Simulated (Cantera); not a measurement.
Charge: 1 mol Al, 3.6 mol HCl, 770 mol N₂, 4.7 mol O₂, at 0.645 Torr.

Cantera equilibrium calculation (NASA polynomials, part measured and part estimated; ideal gas, pure solids and liquids). Candidate condensed phases: Al, AlCl₃, AlN, Al₂O₃, H₂O, NH₄Cl; 45 gas species. The numbers say what is thermodynamically allowed, not how fast it happens. All values below are at 1498 K.

Base state: N₂ 0.990, O₂ 0.00456, HCl 0.00299, Cl 0.00163, H₂O 0.000808, NO 0.000200, OH 1.55e-5 (mole fractions); condensed: Al₂O₃(s).

Question: What changes in the equilibrium state with this change: pressure from 0.645 Torr to 750 Torr?

Answer: 
| species | before | after |
|---|---|---|
| N₂ | 0.990 | 0.990 |
| O₂ | 0.00456 | 0.00479 |
| HCl | 0.00299 | 0.00390 |
| Cl | 0.00163 | 0.000549 |
| H₂O | 0.000808 | 0.000365 |
| Cl₂ | 6.90e-7 | 9.06e-5 |
| OH | 1.55e-5 | 1.80e-6 |
| NO | 0.000200 | 0.000205 |
| Al₂O₃(s), mol | 0.500 | 0.500 |

Question: What changes in the equilibrium state with this change: HCl from 3.6 to 0.53 mol?

Answer: 
| species | before | after |
|---|---|---|
| N₂ | 0.990 | 0.994 |
| O₂ | 0.00456 | 0.00490 |
| Cl | 0.00163 | 0.000369 |
| HCl | 0.00299 | 0.000315 |
| H₂O | 0.000808 | 0.000181 |
| OH | 1.55e-5 | 7.46e-6 |
| Al₂O₃(s), mol | 0.500 | 0.500 |
